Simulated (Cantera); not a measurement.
Input: 1 mol C2H4, 0.13 mol CO2, 3.4 mol N2, equilibrated at 825 K and 65.3 Torr.

Method: chemical equilibrium by Gibbs-energy minimisation in Cantera with the NASA 1993 tables (ideal gas, pure condensed phases). Rates play no part.

```csv
species,before,after
H2,0.333,0.490
N2,0.614,0.458
CO,0.0294,0.0206
CH4,0.00874,0.0189
H2O,0.0108,0.0111
CO2,0.00340,0.00166
NH3,3.07e-5,4.72e-5
"C(graphite), mol",1.90,6.82
```
Gas species are given as mole fractions.

Task: Name the change that produced these shifts.
A) pressure from 65.3 Torr to 45800 Torr
B) pressure from 65.3 Torr to 1580 Torr
C) N2 from 3.4 to 12 mol
D) C2H4 replaced by toluene

Result: D, C2H4 replaced by toluene
